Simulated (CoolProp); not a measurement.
Vapour-liquid equilibrium of n-octane (1) + p-xylene (2) at 6.24 bar; x and y are mole fractions of (1).

The numbers come from the multi-fluid Helmholtz-energy mixture model, Beckmüller 2019 and Zhou 2012; pair parameters Bell 2016 in CoolProp.

```
x     bubble temperature (°C)  y at the bubble point  dew temperature at overall composition x (°C)  liquid density (mol/L)
----  -----------------------  ---------------------  ---------------------------------------------  ----------------------
0.05                    220.8                  0.070                                          221.2                   6.112
0.2                     217.0                  0.253                                          218.1                   5.822
0.35                    214.1                  0.410                                          215.2                   5.550
0.5                     211.8                  0.553                                          212.6                   5.297
0.65                    209.9                  0.689                                          210.4                   5.061
0.8                     208.4                  0.822                                          208.6                   4.841
0.95                    207.1                  0.955                                          207.1                   4.637
```

No azeotrope shows between x = 0.05 and 0.95.

The pair parameters rest on a limited set of measurements; away from them the model extrapolates.
